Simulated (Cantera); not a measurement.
What does this Cantera script print?

```python
import numpy as np
import cantera as ct

gas = ct.Solution("gri30.yaml")
gas.TPX = 1575, 13332, {'CH4': 1, 'H2O': 1.1}
reactor = ct.IdealGasConstPressureReactor(gas, energy="off", clone=False)
net = ct.ReactorNet([reactor])
net.rtol, net.atol = 1e-08, 1e-18
show = ['CH4', 'H2O', 'H', 'OH', 'H2O2', 'C2H6', 'H2']
times = np.geomspace(0.0001, 9, 11)

steps = ct.SolutionArray(gas, extra=["t"])
rows = []
print(f"{'t/s':>10s}{'T/K':>9s}{'P/Pa':>11s}" + "".join(f"{s:>11s}" for s in show))
for t in times:
    while net.time < t:
        t_next = net.step()
        steps.append(gas.state, t=t_next)
    rows.append([np.interp(t, steps.t, y) for y in (steps.T, steps.P, *steps(*show).X.T)])
    print(f"{t:10.3e}{rows[-1][0]:9.1f}{rows[-1][1]:11.4g}" + "".join(f"{x:11.3e}" for x in rows[-1][2:]))
rate = np.gradient(steps.T, steps.t)
print("integrator steps:", len(steps.t))
if steps.T.max() > steps.T[0] + 200:
    print(f"time of steepest temperature rise: {steps.t[rate.argmax()]:.4e} s")
gas.TPX = 1575, 13332, {'CH4': 1, 'H2O': 1.1}
gas.equilibrate("TP")
print(f"equilibrium (TP): T = {gas.T:.1f} K  " + "  ".join(f"{s} {gas[s].X[0]:.3e}" for s in show))
```

It prints:

```
       t/s      T/K       P/Pa        CH4        H2O          H         OH       H2O2       C2H6         H2
 1.000e-04   1575.0  1.333e+04  4.761e-01  5.238e-01  2.093e-07  1.374e-07  1.581e-15  1.669e-07  3.318e-05
 3.129e-04   1575.0  1.333e+04  4.759e-01  5.238e-01  2.326e-07  3.990e-07  1.403e-14  4.529e-06  1.079e-04
 9.791e-04   1575.0  1.333e+04  4.753e-01  5.237e-01  3.773e-07  9.767e-07  8.559e-14  7.859e-05  4.197e-04
 3.064e-03   1575.0  1.333e+04  4.724e-01  5.232e-01  9.712e-07  1.808e-06  2.938e-13  4.992e-04  2.303e-03
 9.587e-03   1575.0  1.333e+04  4.560e-01  5.194e-01  3.844e-06  2.715e-06  6.618e-13  1.259e-03  1.575e-02
 3.000e-02   1575.0  1.333e+04  3.967e-01  4.996e-01  1.200e-05  2.574e-06  5.954e-13  9.212e-04  7.405e-02
 9.387e-02   1575.0  1.333e+04  2.923e-01  4.586e-01  2.488e-05  2.168e-06  4.228e-13  3.890e-04  1.850e-01
 2.937e-01   1575.0  1.333e+04  1.679e-01  4.071e-01  4.247e-05  1.951e-06  3.424e-13  1.201e-04  3.181e-01
 9.192e-01   1575.0  1.333e+04  7.199e-02  3.487e-01  6.492e-05  1.877e-06  3.167e-13  2.488e-05  4.348e-01
 2.876e+00   1575.0  1.333e+04  3.560e-02  2.714e-01  8.162e-05  1.535e-06  2.116e-13  6.250e-06  5.216e-01
 9.000e+00   1575.0  1.333e+04  2.363e-02  1.772e-01  8.776e-05  9.356e-07  7.870e-14  2.384e-06  6.020e-01
integrator steps: 1370
equilibrium (TP): T = 1575.0 K  CH4 1.415e-07  H2O 2.190e-02  H 9.820e-05  OH 1.064e-07  H2O2 1.018e-15  C2H6 1.226e-16  H2 7.341e-01
```

Computed with Cantera and GRI-Mech 3.0 (53 species, 325 reactions).
